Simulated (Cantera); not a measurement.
Charge: 1 mol CS₂, 0.043 mol H₂, equilibrated at 1000 Pa.

These are equilibrium values from Cantera (NASA tables, ideal gas, pure condensed phases), not measurements of a reactor. Candidate condensed phases: C, C₆H₆, C₇H₈, C₈H₁₈, S; 83 gas species. Gases not in the tables: S₃ to S₇. The numbers say what is thermodynamically allowed, not how fast it happens.

x: gas mole fraction; n: condensed amount in mol.

```tsv
T (K)	x CS₂	x S₂	x H₂S	x H₂	x CS	x SH	n C(graphite)
825	0.871	0.0871	0.0410	0.00104	3.57e-9	1.16e-6	0.110
925	0.858	?	0.0383	?	?	?	?
1025	0.846	0.112	0.0326	0.00931	1.87e-6	3.30e-5	0.132
1125	0.835	0.123	0.0245	0.0172	1.84e-5	0.000102	0.139
1225	0.826	0.133	0.0167	0.0247	0.000124	0.000244	0.146
1325	0.816	0.141	?	?	?	?	0.152
1425	0.807	0.149	0.00697	0.0339	0.00249	0.000841	0.158
```

**Question.** What belongs in the gaps?

**Answer.** 
- 925, x S₂: 0.100
- 925, x H₂: 0.00371
- 925, x CS: 1.15e-7
- 925, x SH: 7.64e-6
- 925, n C(graphite): 0.122
- 1325, x H₂S: 0.0108
- 1325, x H₂: 0.0304
- 1325, x CS: 0.000623
- 1325, x SH: 0.000483
